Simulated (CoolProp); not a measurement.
Values from CoolProp's reference Helmholtz-energy equation of state, Wu 2011.

Give the vapour pressure (kPa), liquid density (kg/m³), liquid cp (kJ/(kg K)), vapour Z of saturated dimethyl ether at 255.9, 323 K.


| T (K) | p (kPa) | liquid density (kg/m³) | liquid cp (kJ/(kg K)) | vapour Z |
|---|---|---|---|---|
| 255.9 | 139 | 725 | 2.26 | 0.954 |
| 323 | 1140 | 619 | 2.60 | 0.817 |
